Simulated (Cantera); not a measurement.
Cantera run:

```python
import numpy as np
import cantera as ct

gas_names = """
    H HNO HNO2 HNO3 HO2 H2 H2O H2O2 N NH NH2 NH3 NH2OH NO NO2 NO3 N2 N2H2 N2H4 N2O O OH O2 O3 V VN VO
    VO2
""".split()
cond_names = """
    H2O(s) H2O(L) V(cr) V(L) VN(s) VO(s) VO(L) V2O3(s) V2O3(L) V2O4(I) V2O4(II) V2O4(L) V2O5(s) V2O5(L)
""".split()


def load(file, names, dense=False):
    # The tables refer to 1 bar. Condensed volumes are neglected.
    table = {s.name: s for s in ct.Species.list_from_file(file)}
    out = []
    for n in names:
        d = dict(table[n].input_data)
        d["thermo"] = dict(d["thermo"], **{"reference-pressure": 1e5})
        if dense:
            d["equation-of-state"] = {"model": "constant-volume", "density": "1e6 g/cm^3"}
        out.append(ct.Species.from_dict(d))
    return out


gas = ct.Solution(thermo="ideal-gas", species=load("nasa_gas.yaml", gas_names))
cond = {s.name: ct.Solution(thermo="fixed-stoichiometry", species=[s], name=s.name)
        for s in load("nasa_condensed.yaml", cond_names, dense=True)}
atoms = {
    'V2O5': {'V': 2, 'O': 5},
    'H2': {'H': 2},
    'N2': {'N': 2},
}
top_T = {'VN(s)': 2300}  # K; cautious upper limits of use, not melting points


def equilibrate(T, P, feed):
    n = {}
    for name, mol in feed.items():
        for a, k in atoms[name].items():
            n[a] = n.get(a, 0.0) + k * mol
    gas.TPX = T, P, n
    mass = sum(n.values()) * gas.mean_molecular_weight
    gas.equilibrate("TP")
    valid = [c for c in cond.values() if c.min_temp <= T <= top_T.get(c.name, c.max_temp)]
    mix = ct.Mixture([(gas, mass / gas.mean_molecular_weight)] + [(c, 0.0) for c in valid])
    mix.T, mix.P = T, P
    mix.equilibrate("TP", solver="vcs", rtol=1e-11, max_steps=5000)
    return mix


results = []
feed = {'V2O5': 1, 'H2': 2.7, 'N2': 5.3}  # mol
T = 2175  # K
P = 1900  # Pa
mix = equilibrate(T, P, feed)
results.append((T, P, feed, dict(zip(mix.species_names, mix.species_moles))))
print(gas.report(threshold=1e-06))
for i in range(1, mix.n_phases):
    print(f"{mix.phase(i).name:16s} {mix.phase_moles(i):12.5e} mol")
```

Output:

```
       temperature   2175 K
          pressure   1900 Pa
           density   0.0027045 kg/m^3
  mean mol. weight   25.741 kg/kmol
   phase of matter   gas

                          1 kg             1 kmol
                     ---------------   ---------------
          enthalpy        3.4987e+05        9.0059e+06  J
   internal energy       -3.5267e+05       -9.0781e+06  J
           entropy             11582        2.9814e+05  J/K
    Gibbs function       -2.4842e+07       -6.3944e+08  J
 heat capacity c_p            1572.1             40467  J/K
 heat capacity c_v            1249.1             32152  J/K

                      mass frac. Y      mole frac. X     chem. pot. / RT
                     ---------------   ---------------   ---------------
                 H        0.00044885          0.011462           -12.985
                H2         0.0082037           0.10475           -25.971
               H2O           0.14372           0.20536           -46.764
                NO        0.00037348        0.00032039           -36.626
                N2           0.67777           0.62277           -31.664
                 O        0.00014386        0.00023145           -20.794
                OH         0.0019941         0.0030182           -33.779
                O2        0.00023855         0.0001919           -41.588
                VO        0.00049464        0.00019021           -37.882
               VO2           0.16661          0.051708           -58.675
     [  +18 minor]        2.3166e-07        1.7635e-07

V(cr)             0.00000e+00 mol
VN(s)             0.00000e+00 mol
VO(L)             0.00000e+00 mol
V2O3(s)           7.79220e-01 mol
V2O4(L)           0.00000e+00 mol
V2O5(L)           0.00000e+00 mol
```

Method: chemical equilibrium by Gibbs-energy minimisation in Cantera with the NASA 1993 tables (ideal gas, pure condensed phases). Condensed phases not in the tables: the oxides between V2O3 and V2O5 other than VO2.
